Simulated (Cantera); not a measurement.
Charge: 1 mol Si(CH3)4, 1.3 mol HCl, 100 mol H2, held at 1525 K and 1.95 Torr.

These are equilibrium values from Cantera (NASA tables, ideal gas, pure condensed phases), not measurements of a reactor. Candidate condensed phases: C, C6H6, C7H8, C8H18, Si, SiC; 109 gas species. The numbers say what is thermodynamically allowed, not how fast it happens.

What is the equilibrium state?


```
Property                              Value
--------------------------------  ---------
x(H2)                                 0.987
x(HCl)                               0.0121
x(H)                               0.000461
x(C2H2 (acetylene))                 1.19e-5
x(CH4)                              5.78e-6
x(Cl)                               4.53e-6
x(SiCl2)                            3.89e-6
n(C(graphite))                     3.00 mol
n(SiC(s))                         1.000 mol
gas amount                        107.3 mol
log10 activity of Si(s) (absent)      -2.10
```
